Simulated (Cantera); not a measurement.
Charge: 1 mol SiHCl₃, 160 mol N₂, held at 1700 K and 0.0100 bar.

These are equilibrium values from Cantera (NASA tables, ideal gas, pure condensed phases), not measurements of a reactor. Candidate condensed phases: NH₄Cl, Si, Si₃N₄; 28 gas species. The tables' values for SiCl₃ are old estimates; treat these amounts as uncertain. The numbers say what is thermodynamically allowed, not how fast it happens.

Base state: N₂ 0.988, SiCl₂ 0.00599, HCl 0.00561, Cl 0.000391, H₂ 0.000271, SiCl₃ 0.000164, H 2.42e-5 (mole fractions); condensed: gas only.

### Question
What changes in the equilibrium state with this change: temperature from 1700 K to 1050 K?

### Answer
```
species          before    after
-------------  --------  -------
N₂                0.988    0.991
HCl             0.00561  0.00591
SiCl₄           8.88e-6  0.00316
SiCl₂           0.00599  2.62e-6
H               2.42e-5    <1e-9
Cl             0.000391  3.64e-8
Si₃N₄(s), mol         0    0.162
```
N₂ is the only nitrogen source here; it is nearly inert below about 1500 K, so the nitride shown seldom forms there in practice.
